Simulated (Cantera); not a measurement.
A closed system holds: 1 mol SiF4, 0.4 mol NH3, equilibrated at 1198 K and 0.975 Torr.

Cantera equilibrium calculation (NASA polynomials, part measured and part estimated; ideal gas, pure solids and liquids). Candidate condensed phases: Si, Si3N4; 37 gas species. The tables' values for SiF3, SiF2 are old estimates; treat these amounts as uncertain. Equilibrium is a limit: real reactors are often held back by kinetics, nucleation or transport.

Problem. What is the equilibrium state?

Solution. 
```
Quantity                             Result
--------------------------------  ---------
x(SiF4)                               0.550
x(H2)                                 0.330
x(N2)                                 0.111
x(HF)                               0.00489
x(SiF3)                             0.00365
x(SiHF3)                            0.00119
x(SiF2)                             2.67e-5
x(H)                                3.03e-6
x(SiH2F2)                           1.27e-6
gas amount                        1.803 mol
log10 activity of Si(s) (absent)      -3.32
```
